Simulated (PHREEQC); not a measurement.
A solution holds 4 mmol/kgw KH2PO4 and 2 mmol/kgw H2SO4, at 20 °C. It is in equilibrium with CO2 at log p = -2 (atm). Otherwise closed; pH follows from the charge balance.

The numbers come from PHREEQC with the ion-association model, phreeqc.dat.

Each row changes one thing in this solution. No solid was allowed to form.

| case | pH | ionic strength (mol/kgw) | SO4-2 (mol/kgw) | HSO4- (mol/kgw) | KSO4- (mol/kgw) | HCO3- (mol/kgw) |
|---|---|---|---|---|---|---|
| as made | 2.60 | 0.00841 | 0.00169 | 0.000283 | 2.96e-5 | 7.05e-8 |
| temperature from 20 to 30 °C | 2.61 | 0.00825 | 0.00164 | 0.000327 | 3.40e-5 | 6.33e-8 |
| diluted 100-fold with water | 4.37 | 0.000103 | 1.99e-5 | 7.24e-8 | 4.89e-9 | 3.82e-6 |
| KH2PO4 from 0.004 to 0.008 mol/kgw | 2.70 | 0.0119 | 0.00172 | 0.000218 | 5.69e-5 | 9.07e-8 |
| KH2PO4 replaced by KBr at the same molality | 2.48 | 0.00924 | 0.00162 | 0.000354 | 2.79e-5 | 5.35e-8 |

Complexes and solids missing from the database can't appear.
